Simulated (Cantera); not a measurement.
A perfectly stirred reactor is fed with 0.368 % CH2O, 2.90 % O2, 96.7 % N2, equivalence ratio 0.13, at 10.9 atm; it is held at 1575 K, and followed from long to short residence time.

Detailed kinetics in Cantera: GRI-Mech 3.0 (53 species, 325 reactions).

x: mole fraction; the columns are a selection and need not sum to one.

```csv
τ (s),x CH2O,x O2,x C2H,x C2H2,x CH4,x C2H6
3.1,(withheld),0.0253,<1e-12,<1e-12,<1e-12,<1e-12
1.2,(withheld),0.0253,<1e-12,<1e-12,<1e-12,<1e-12
0.48,(withheld),0.0253,<1e-12,<1e-12,<1e-12,<1e-12
0.19,(withheld),0.0253,<1e-12,<1e-12,<1e-12,<1e-12
0.073,(withheld),0.0254,<1e-12,<1e-12,<1e-12,<1e-12
0.029,(withheld),0.0254,<1e-12,<1e-12,<1e-12,<1e-12
0.011,(withheld),0.0254,<1e-12,<1e-12,<1e-12,<1e-12
0.0044,(withheld),0.0255,<1e-12,<1e-12,<1e-12,<1e-12
0.0017,(withheld),0.0257,<1e-12,<1e-12,<1e-12,<1e-12
0.00068,(withheld),0.0259,<1e-12,<1e-12,<1e-12,<1e-12
```

Fill in the missing entries.


- 3.1, x CH2O: 4.68e-8
- 1.2, x CH2O: 1.00e-7
- 0.48, x CH2O: 2.02e-7
- 0.19, x CH2O: 4.02e-7
- 0.073, x CH2O: 8.08e-7
- 0.029, x CH2O: 1.57e-6
- 0.011, x CH2O: 3.11e-6
- 0.0044, x CH2O: 5.88e-6
- 0.0017, x CH2O: 1.12e-5
- 0.00068, x CH2O: 2.11e-5
